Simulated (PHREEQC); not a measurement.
**Leach liquor**

Consider water at 45 °C with 0.24 mol/kgw H2SO4, 0.058 mol/kgw FeSO4 and 0.001 mol/kgw Fe2(SO4)3. It is in equilibrium with CO2 at log p = -1 (atm). Otherwise closed; pH follows from the charge balance.

Model: ion-association model, phreeqc.dat, run in PHREEQC.

Precipitation was switched off in this run.

Question: What pH, density does the model give?

Answer: pH 0.77; density 1.013 g/cm³.

Question: In which forms is S present?

Answer: HSO4- 79 %, SO4-2 9.7 %, FeHSO4+ 6.8 %, FeSO4 3.6 % of the S.

Species that the database lacks are ignored. At this temperature some constants are extrapolated from 25 °C, and those without enthalpy data are left unchanged.
